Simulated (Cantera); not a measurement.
An adiabatic, constant-volume homogeneous reactor starts with C3H8 : O2 : N2 = 1 : 13.9 : 52.2 (molar parts), at 1250 K and 1950 Torr. Integrator tolerance rtol = 1e-08.

Model: GRI-Mech 3.0 (53 species, 325 reactions), integrated in Cantera. GRI-Mech 3.0 was tuned for natural gas; its chemistry of propane as a main component is partial and can be far from experiment.

```tsv
quantity	before	after
time of steepest temperature rise	1.22 ms	8.66 ms
temperature at 1.00 s	2232 K	2154 K
equilibrium temperature	2232 K	2154 K
x(C3H8) at 1.00 s	<1e-12 (gas-phase equilibrium <1e-12)	<1e-12 (gas-phase equilibrium <1e-12)
x(O2) at 1.00 s	0.125 (gas-phase equilibrium 0.125)	0.126 (gas-phase equilibrium 0.126)
x(CH3) at 1.00 s	<1e-12 (gas-phase equilibrium <1e-12)	<1e-12 (gas-phase equilibrium <1e-12)
x(CH2CO) at 1.00 s	<1e-12 (gas-phase equilibrium <1e-12)	<1e-12 (gas-phase equilibrium <1e-12)
x(C2H2) at 1.00 s	<1e-12 (gas-phase equilibrium <1e-12)	<1e-12 (gas-phase equilibrium <1e-12)
```

**Question.** Which change was made?
A. C3H8 1 to 1.7 parts
B. pressure from 1950 Torr to 760 Torr
C. constant pressure in place of constant volume
D. initial temperature 1250 to 1150 K

**Answer.** D, initial temperature 1250 to 1150 K
